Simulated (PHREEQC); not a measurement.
Solution (20 °C): 0.075 mol HCl, 0.0009 mol NaNO3, 0.00095 mol Li2CO3 and 9e-05 mol Al(NO3)3 per kg of water. Closed to the air; pH follows from the charge balance.

Equilibrium calculation in PHREEQC: ion-association model, wateq4f.dat.

Precipitation was switched off in this run.

Task: Predict the pH.

Result: pH 1.21.

Complexes and solids missing from the database can't appear.
